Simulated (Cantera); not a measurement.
A Cantera script and what it prints.

```python
import numpy as np
import cantera as ct

gas_names = """
    F F2 H HF H2 H2F2 H3F3 H4F4 H5F5 H6F6 H7F7 Si SiF SiF2 SiF3 SiF4 SiH SiHF3 SiH2 SiH2F2 SiH3 SiH3F
    SiH4 Si2 Si3
""".split()
cond_names = """
    Si(cr) Si(L)
""".split()


# ... load() reads the species with a 1 bar reference pressure and builds the phases ...
atoms = {
    'Si': {'Si': 1},
    'F2': {'F': 2},
    'H2': {'H': 2},
}
top_T = {}  # K; cautious upper limits of use, not melting points


# ... equilibrate(T, P, feed) seeds the gas with the atoms and calls Mixture.equilibrate('TP', solver="vcs", rtol=1e-11, max_steps=5000) ...
results = []
feed = {'Si': 1, 'F2': 2.7, 'H2': 12}  # mol
T = 1473  # K
P = 1333.22  # Pa
mix = equilibrate(T, P, feed)
results.append((T, P, feed, dict(zip(mix.species_names, mix.species_moles))))
x = sorted(zip(gas.X, gas.species_names), reverse=True)
print(f"T = {T:g} K  P = {P:g} Pa  gas = {mix.phase_moles(0):.4g} mol")
print("   x: " + "  ".join(f"{s} {v:.3e}" for v, s in x if v > 1e-05))
print("   condensed (mol): " + ("  ".join(f"{mix.phase(i).name} {mix.phase_moles(i):.4g}"
      for i in range(1, mix.n_phases) if mix.phase_moles(i) > 1e-12) or "none"))
```

Output:

```
T = 1473 K  P = 1333.22 Pa  gas = 13.71 mol
   x: H2 8.234e-01  HF 1.036e-01  SiF4 7.149e-02  SiF3 1.215e-03  SiHF3 2.289e-04  H 9.942e-05  SiF2 1.233e-05
   condensed (mol): none
```

Method: chemical equilibrium by Gibbs-energy minimisation in Cantera with the NASA 1993 tables (ideal gas, pure condensed phases). The tables' values for SiF3, SiF2 are old estimates; treat these amounts as uncertain.
